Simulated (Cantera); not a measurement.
An isothermal, constant-pressure homogeneous reactor starts with C₂H₆ : N₂ = 1 : 4.9 (molar parts), at 1800 K and 48.0 Pa. Integrator tolerance rtol = 1e-08.

Computed with Cantera and GRI-Mech 3.0 (53 species, 325 reactions). GRI-Mech 3.0 stops at C3 and has no aromatics, soot or wall deposition, so with more carbon than oxygen in the feed, carbon stays in small species such as C2H2 where larger ones or solid carbon would form. Radical loss at walls, strong at low pressure, is not modelled.

Q: What does this change do: N2 4.9 to 1.5 parts?

A: 
```
quantity                                            before                                    after
-----------------  ---------------------------------------  ---------------------------------------
x(C₂H₆) at 7.00 s   1.18e-7 (gas-phase equilibrium <1e-12)   2.07e-7 (gas-phase equilibrium <1e-12)
x(C₂H₂) at 7.00 s     0.124 (gas-phase equilibrium 0.0666)      0.220 (gas-phase equilibrium 0.158)
x(HCN) at 7.00 s     2.37e-5 (gas-phase equilibrium 0.119)    1.00e-5 (gas-phase equilibrium 0.127)
x(H) at 7.00 s     0.00111 (gas-phase equilibrium 0.00820)   0.00195 (gas-phase equilibrium 0.0109)
x(CH₂) at 7.00 s   2.13e-6 (gas-phase equilibrium 2.19e-8)  2.76e-6 (gas-phase equilibrium 4.46e-8)
```

Q: What does this change do: temperature 1800 to 1600 K?

A: 
```tsv
quantity	before	after
x(C₂H₆) at 7.00 s	1.18e-7 (gas-phase equilibrium <1e-12)	1.94e-6 (gas-phase equilibrium <1e-12)
x(C₂H₂) at 7.00 s	0.124 (gas-phase equilibrium 0.0666)	0.114 (gas-phase equilibrium 0.0722)
x(HCN) at 7.00 s	2.37e-5 (gas-phase equilibrium 0.119)	3.11e-6 (gas-phase equilibrium 0.109)
x(H) at 7.00 s	0.00111 (gas-phase equilibrium 0.00820)	0.000209 (gas-phase equilibrium 0.00126)
x(CH₂) at 7.00 s	2.13e-6 (gas-phase equilibrium 2.19e-8)	5.05e-7 (gas-phase equilibrium 2.36e-9)
```

Q: What does this change do: temperature 1800 to 1723 K?

A: 
```
quantity                                            before                                     after
-----------------  ---------------------------------------  ----------------------------------------
x(C₂H₆) at 7.00 s   1.18e-7 (gas-phase equilibrium <1e-12)    4.50e-7 (gas-phase equilibrium <1e-12)
x(C₂H₂) at 7.00 s     0.124 (gas-phase equilibrium 0.0666)      0.122 (gas-phase equilibrium 0.0687)
x(HCN) at 7.00 s     2.37e-5 (gas-phase equilibrium 0.119)     1.12e-5 (gas-phase equilibrium 0.115)
x(H) at 7.00 s     0.00111 (gas-phase equilibrium 0.00820)  0.000573 (gas-phase equilibrium 0.00420)
x(CH₂) at 7.00 s   2.13e-6 (gas-phase equilibrium 2.19e-8)   1.36e-6 (gas-phase equilibrium 9.91e-9)
```
